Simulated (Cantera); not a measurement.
A Cantera script and its output.

```python
import numpy as np
import cantera as ct

gas = ct.Solution("gri30.yaml")
gas.TPX = 1875, 6500, {'CH4': 1, 'H2': 36}
inlet = ct.Reservoir(gas, clone=True)

reactor = ct.IdealGasConstPressureReactor(gas, energy="off", clone=False)
exhaust = ct.Reservoir(gas, clone=True)
tau = [2.1, 1, 0.47, 0.22, 0.1, 0.048, 0.023, 0.011, 0.0049, 0.0023][0]
for a, b in ((inlet, reactor), (reactor, exhaust)):
    ct.MassFlowController(a, b, mdot=lambda t: reactor.mass / tau)
net = ct.ReactorNet([reactor])
show = ['CH4', 'H2', 'CH3', 'C2H6', 'C2H2', 'C2H', 'H']

rows = []
print(f"{'tau/s':>10s}{'T/K':>9s}" + "".join(f"{s:>11s}" for s in show))
for tau in [2.1, 1, 0.47, 0.22, 0.1, 0.048, 0.023, 0.011, 0.0049, 0.0023]:
    net.initial_time = 0.0
    net.advance(30 * tau)
    before = gas.X
    net.advance(40 * tau)
    drift = np.max(np.abs(gas.X - before) / (gas.X + 1e-9))
    rows.append([gas.T, *gas[show].X, drift])
    print(f"{tau:10.3e}{gas.T:9.1f}" + "".join(f"{x:11.3e}" for x in gas[show].X))
```

Result:

```
     tau/s      T/K        CH4         H2        CH3       C2H6       C2H2        C2H          H
 2.100e+00   1875.0  2.815e-03  9.829e-01  1.424e-04  5.774e-08  1.169e-02  3.507e-07  2.487e-03
 1.000e+00   1875.0  4.027e-03  9.822e-01  2.007e-04  1.157e-07  1.107e-02  3.271e-07  2.448e-03
 4.700e-01   1875.0  5.757e-03  9.814e-01  2.809e-04  2.301e-07  1.018e-02  2.948e-07  2.395e-03
 2.200e-01   1875.0  8.134e-03  9.802e-01  3.858e-04  4.428e-07  8.972e-03  2.526e-07  2.327e-03
 1.000e-01   1875.0  1.136e-02  9.785e-01  5.183e-04  8.208e-07  7.331e-03  1.986e-07  2.236e-03
 4.800e-02   1875.0  1.494e-02  9.767e-01  6.500e-04  1.334e-06  5.510e-03  1.424e-07  2.128e-03
 2.300e-02   1875.0  1.873e-02  9.749e-01  7.612e-04  1.913e-06  3.600e-03  8.695e-08  1.985e-03
 1.100e-02   1875.0  2.213e-02  9.733e-01  8.066e-04  2.300e-06  1.912e-03  4.141e-08  1.777e-03
 4.900e-03   1875.0  2.481e-02  9.723e-01  7.208e-04  2.087e-06  6.568e-04  1.133e-08  1.415e-03
 2.300e-03   1875.0  2.616e-02  9.722e-01  5.053e-04  1.232e-06  1.342e-04  1.538e-09  9.395e-04
```

Cantera simulation using GRI-Mech 3.0 (53 species, 325 reactions); the numbers are that mechanism's predictions, not measurements. GRI-Mech 3.0 stops at C3 and has no aromatics, soot or wall deposition, so with more carbon than oxygen in the feed, carbon stays in small species such as C2H2 where larger ones or solid carbon would form.
